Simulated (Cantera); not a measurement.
A perfectly stirred reactor is fed with 87.0 % NH₃, 13.0 % N₂, at 0.0263 atm; it is held at 2348 K, and followed from long to short residence time.

Computed with Cantera and the gas-phase N/H chemistry of the illustrative SiF4/NH3 mechanism in the Surface Chemkin manual (1991). Walls and surfaces, which speed up NH3 decomposition in real reactors, are not modelled.

One state of this run: x NH₃ = 0.0440; x N₂H₂ = 9.64e-7; x NH = 6.13e-5; x N = 1.16e-5; x NH₂ = 0.000659; x H₂ = 0.659. x: mole fraction; the columns are a selection and need not sum to one.

Task: Which value of τ (s) does it belong to?
A. 0.0031
B. 0.017
C. 0.56
D. 0.099

Result: C, 0.56
